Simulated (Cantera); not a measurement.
Charge: 1 mol B2O3, 2.8 mol BCl3, 3.9 mol O2, 3 mol NF3, equilibrated at 18.0 mbar.

Equilibrium computed with Cantera from the NASA thermochemical tables; the gas is ideal and each condensed phase is pure. Candidate condensed phases: B, BN, B2O3; 42 gas species. The numbers say what is thermodynamically allowed, not how fast it happens. All values below are at 1148 K.

Base state: Cl2 0.320, O2 0.314, BF3 0.205, N2 0.116, B3O3F3 0.0256, Cl 0.0113, BOF 0.00756, NO 6.07e-5 (mole fractions); condensed: B2O3(l).

Question: What changes in the equilibrium state with this change: 0.093 mol NH3 added?

Answer: 
```tsv
species	before	after
O2	0.314	0.309
Cl2	0.320	0.306
BF3	0.205	0.201
HCl	0	0.0188
Cl	0.0113	0.0111
B3O3F3	0.0256	0.0252
N2	0.116	0.118
HF	0	0.00247
H2O	0	1.17e-5
ClO	3.71e-5	3.60e-5
BOF2	2.37e-5	2.34e-5
BOF	0.00756	0.00752
B2O3(l), mol	0.537	0.544
```
Further candidate phases: B3O3H3, H2O, NH4Cl.
